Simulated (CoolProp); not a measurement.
Carbonyl sulfide along the isotherm 222.2 K: Z from the reference equation and from simpler models built on Tc = 378.8 K, pc = 6369 kPa, ω = 0.098; each cubic takes its own stable root.

Values from CoolProp's reference Helmholtz-energy equation of state, Lemmon 2006. It is a short technical equation, of lower accuracy than the large ones.

| p (kPa) | phase | reference | van der Waals | Soave-Redlich-Kwong | Peng-Robinson |
|---|---|---|---|---|---|
| 398 | liquid | 0.01100 | 0.9323 | 0.01158 | 0.01026 |
| 796 | liquid | 0.02199 | 0.03421 | 0.02314 | 0.02051 |
| 1190 | liquid | 0.03286 | 0.05107 | 0.03457 | 0.03064 |
| 1590 | liquid | 0.04388 | 0.06814 | 0.04616 | 0.04091 |
| 1990 | liquid | 0.05489 | 0.08516 | 0.05774 | 0.05118 |
| 2390 | liquid | 0.06589 | 0.1021 | 0.06930 | 0.06143 |
| 2790 | liquid | 0.07688 | 0.1191 | 0.08084 | 0.07167 |
| 3180 | liquid | 0.08758 | 0.1355 | 0.09208 | 0.08164 |

At some of these states van der Waals gives the other phase, because its saturation line lies elsewhere.
